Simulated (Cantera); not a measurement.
Input (Python, Cantera):

```python
import numpy as np
import cantera as ct

gas = ct.Solution("gri30.yaml")
gas.TPX = 325, 13000, {'CH3OH': 1, 'O2': 1.97, 'N2': 6.51, 'H2': 0.053}
flame = ct.FreeFlame(gas, width=0.17)
flame.set_refine_criteria(ratio=3, slope=0.08, curve=0.16)
flame.transport_model = "mixture-averaged"
flame.solve(loglevel=0, auto=True)
z, T = flame.grid, flame.T
thick = (T[-1] - T[0]) / np.gradient(T, z).max()
show = ['CH3OH', 'O2', 'CH2CO', 'O', 'CH2O', 'CH3']
print(f"laminar burning velocity  {flame.velocity[0] * 100:.3f} cm/s")
print(f"burnt temperature         {T[-1]:.1f} K")
print(f"thermal thickness         {thick * 1e3:.4f} mm")
print(f"grid points               {len(z)}")
z0 = z[flame.heat_release_rate.argmax()]
print(f"{'z/mm':>9s}{'T/K':>9s}{'u/(m/s)':>9s}" + "".join(f"{s:>11s}" for s in show))
rows = []
for k in (-3, -2, -1.5, -1, -0.5, -0.25, 0, 0.25, 0.5, 1, 2, 4, 8):
    zz = z0 + k * thick
    rows.append([k * thick, np.interp(zz, z, T), np.interp(zz, z, flame.velocity),
                 *(np.interp(zz, z, flame.X[gas.species_index(s)]) for s in show)])
    print(f"{rows[-1][0] * 1e3:9.3f}{rows[-1][1]:9.1f}{rows[-1][2]:9.3f}" + "".join(f"{x:11.3e}" for x in rows[-1][3:]))
```

Output:

```
laminar burning velocity  56.204 cm/s
burnt temperature         2100.4 K
thermal thickness         2.1518 mm
grid points               141
     z/mm      T/K  u/(m/s)      CH3OH         O2      CH2CO          O       CH2O        CH3
   -6.455    325.1    0.563  1.048e-01  2.065e-01  3.209e-12  1.180e-16  9.057e-08  4.057e-13
   -4.304    326.7    0.566  1.047e-01  2.061e-01  1.222e-10  3.604e-14  2.658e-06  4.567e-13
   -3.228    334.9    0.582  1.042e-01  2.051e-01  1.292e-09  1.670e-12  2.283e-05  1.889e-12
   -2.152    403.5    0.707  1.010e-01  1.991e-01  2.635e-08  2.247e-10  3.346e-04  1.361e-10
   -1.076    797.5    1.438  7.441e-02  1.666e-01  4.182e-07  1.168e-07  3.664e-03  2.183e-07
   -0.538   1190.7    2.201  3.955e-02  1.322e-01  1.130e-06  1.296e-05  7.607e-03  9.910e-06
    0.000   1577.2    2.983  5.248e-03  9.578e-02  2.052e-06  7.781e-04  4.296e-03  8.558e-05
    0.538   1684.0    3.194  5.063e-05  7.484e-02  3.622e-07  4.220e-03  1.290e-04  1.045e-05
    1.076   1708.5    3.228  1.702e-07  6.489e-02  2.046e-08  6.290e-03  9.055e-07  2.264e-07
    2.152   1742.0    3.270  6.841e-12  5.812e-02  5.995e-11  7.245e-03  7.064e-10  9.056e-10
    4.304   1785.8    3.334  3.743e-16  5.470e-02  5.209e-15  7.015e-03  6.414e-12  1.436e-13
    8.607   1842.7    3.426  7.072e-19  5.276e-02  2.213e-20  5.984e-03  4.932e-12  2.209e-17
   17.214   1912.6    3.540  3.705e-19  5.078e-02  1.428e-21  4.538e-03  3.613e-12  7.709e-18
```

Detailed kinetics in Cantera: GRI-Mech 3.0 (53 species, 325 reactions). GRI-Mech 3.0 was tuned for natural gas; its chemistry of methanol as a main component is partial and can be far from experiment. Burning velocities carry a grid error of a few per cent, more on coarse grids.
